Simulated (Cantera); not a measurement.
An isothermal, constant-pressure homogeneous reactor starts with NO : N₂ = 1 : 4.9 (molar parts), at 1898 K and 100000 Pa. Integrator tolerance rtol = 1e-08.

Computed with Cantera and GRI-Mech 3.0 (53 species, 325 reactions).

Task: What does this change do: N2 4.9 to 2.2 parts?

Result: 
```json
[
 {"quantity": "x(NO) at 20.0 s", "before": "0.0102 (gas-phase equilibrium 0.00387)", "after": "0.0104 (gas-phase equilibrium 0.00506)"},
 {"quantity": "x(NO₂) at 20.0 s", "before": "1.29e-5 (gas-phase equilibrium 5.01e-6)", "after": "1.82e-5 (gas-phase equilibrium 8.92e-6)"},
 {"quantity": "x(N₂) at 20.0 s", "before": "0.910 (gas-phase equilibrium 0.913)", "after": "0.839 (gas-phase equilibrium 0.841)"},
 {"quantity": "x(O) at 20.0 s", "before": "8.33e-5 (gas-phase equilibrium 8.49e-5)", "after": "0.000115 (gas-phase equilibrium 0.000116)"},
 {"quantity": "x(N₂O) at 20.0 s", "before": "2.70e-7 (gas-phase equilibrium 2.36e-7)", "after": "3.28e-7 (gas-phase equilibrium 2.97e-7)"}
]
```

Task: What does this change do: temperature 1898 to 1700 K?

Result: 
```csv
quantity,before,after
x(NO) at 20.0 s,0.0102 (gas-phase equilibrium 0.00387),0.0997 (gas-phase equilibrium 0.00198)
x(NO₂) at 20.0 s,1.29e-5 (gas-phase equilibrium 5.01e-6),0.000128 (gas-phase equilibrium 3.91e-6)
x(N₂) at 20.0 s,0.910 (gas-phase equilibrium 0.913),0.865 (gas-phase equilibrium 0.914)
x(O) at 20.0 s,8.33e-5 (gas-phase equilibrium 8.49e-5),8.53e-6 (gas-phase equilibrium 1.30e-5)
x(N₂O) at 20.0 s,2.70e-7 (gas-phase equilibrium 2.36e-7),3.94e-6 (gas-phase equilibrium 1.25e-7)
```
